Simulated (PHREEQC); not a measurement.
Make-up at 25 °C: 0.016 mol/kgw KNO3, 0.0057 mol/kgw K2SO4 and 5.8e-05 mol/kgw K2SiO3. Closed to the air; pH follows from the charge balance.

All values are PHREEQC results (ion-association model, wateq4f.dat), not measurements.

| Property | Value |
|---|---|
| pH | 9.85 |
| ionic strength | 0.0322 mol/kgw |
| total alkalinity | 0.116 meq/kg |

| species | molality | activity | log γ |
|---|---|---|---|
| K+ | 0.0270 | 0.0227 | -0.075 |
| NO3- | 0.0160 | 0.0134 | -0.078 |
| SO4-2 | 0.00519 | 0.00270 | -0.284 |
| KSO4- | 0.000506 | 0.000431 | -0.069 |
| OH- | 8.39e-5 | 7.04e-5 | -0.076 |
| H3SiO4- | 3.21e-5 | 2.71e-5 | -0.074 |
| H4SiO4 | 2.59e-5 | 2.61e-5 | 0.003 |
| H2SiO4-2 | 2.46e-8 | 1.30e-8 | -0.278 |

Precipitation was switched off in this run. Complexes and solids missing from the database can't appear.
